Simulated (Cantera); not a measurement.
A perfectly stirred reactor is fed with CH4 : O2 : N2 = 1 : 1.18 : 7 (molar parts), equivalence ratio 1.7, at 32000 Pa; it is adiabatic with a 350 K inlet, and is followed from long to short residence time, starting on the burning branch (τ in s: 0.3, 0.11, 0.039, 0.014, 0.005, 0.0018, 0.00065, 0.00023, 8.4e-05, 3e-05, 1.1e-05, 3.9e-06).

Computed with Cantera and GRI-Mech 3.0 (53 species, 325 reactions).

Task: Predict: blow-out, bracketed by the residence times tried; x(CH4) at τ = 0.300 s; x(O2) at τ = 0.300 s; x(O) at τ = 0.300 s; x(CO) at τ = 0.300 s; x(HCN) at τ = 0.300 s; x(CH4) at τ = 0.650 ms; x(O2) at τ = 0.650 ms.

Result: 
```
Item                                                                          Result
------------------------------------------------  ----------------------------------
blow-out, bracketed by the residence times tried  burning at 0.110 s, out at 39.0 ms
x(CH4) at τ = 0.300 s                                                        0.00869
x(O2) at τ = 0.300 s                                                         0.00247
x(O) at τ = 0.300 s                                                          4.46e-7
x(CO) at τ = 0.300 s                                                          0.0519
x(HCN) at τ = 0.300 s                                                        2.07e-6
x(CH4) at τ = 0.650 ms                                                         0.109
x(O2) at τ = 0.650 ms                                                          0.129
```
